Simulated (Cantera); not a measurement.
# Silicon epitaxy and polysilicon growth: Si₂Cl₆ + Cl₂ + H₂

Feed: 1 mol Si₂Cl₆, 0.007 mol Cl₂, 600 mol H₂, held at 12000 Pa.

These are equilibrium values from Cantera (NASA tables, ideal gas, pure condensed phases), not measurements of a reactor. Candidate condensed phases: Si; 19 gas species. The feed counts by its element totals alone. The tables' values for SiCl₃ are old estimates; treat these amounts as uncertain. Kinetics and transport are ignored.

From 825 K to 1175 K the condensed part is Si(s). The main Si-bearing gas is SiHCl₃ at 825 K and SiCl₂ at 1175 K. The share of Si in condensed phases is highest at 1175 K (89.9 %) and lowest at 825 K (21.4 %).

```csv
T (K),x H₂,x HCl,x SiHCl₃,x SiCl₄,n Si(s)
825,0.996,0.00111,0.00131,0.00118,0.428
875,0.996,0.00195,0.00118,0.00106,0.572
925,0.995,0.00315,0.00101,0.000878,0.777
975,0.994,0.00468,0.000787,0.000648,1.04
1025,0.993,0.00634,0.000540,0.000401,1.32
1075,0.991,0.00778,0.000312,0.000197,1.56
1125,0.991,0.00872,0.000152,7.69e-5,1.72
1175,0.990,0.00917,6.70e-5,2.63e-5,1.80
```
x: gas mole fraction; n: condensed amount in mol.
